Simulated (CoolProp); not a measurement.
A simple Rankine cycle with R1233zd(E): condensing at 292.15 K, boiler at 0.693 MPa, turbine inlet 357.2 K, turbine efficiency 0.7, pump efficiency 0.8, no recuperator. Each further row changes one setting.

Computed with CoolProp (reference Helmholtz-energy equation of state, Akasaka 2022).

```
case                             thermal efficiency (%)  net work (kJ/kg)  heat in (kJ/kg)  turbine exit temperature (K)  volume ratio over the turbine
-------------------------------  ----------------------  ----------------  ---------------  ----------------------------  -----------------------------
as stated                                          10.4              24.7              237                         315.0                           6.72
turbine inlet 377.2 K                              10.4                 …              257                             …                           6.58
condensing temperature 284.15 K                    11.6              28.7              246                             …                           9.06
boiler pressure 0.485 MPa                           8.7              21.1              241                         324.7                           4.57
turbine efficiency 0.6                              8.9              21.1              237                         319.4                              …
```

Task: Complete the blanks.

Result: 
- turbine inlet 377.2 K, net work (kJ/kg): 26.8
- turbine inlet 377.2 K, turbine exit temperature (K): 335.8
- condensing temperature 284.15 K, turbine exit temperature (K): 309.4
- turbine efficiency 0.6, volume ratio over the turbine: 6.82
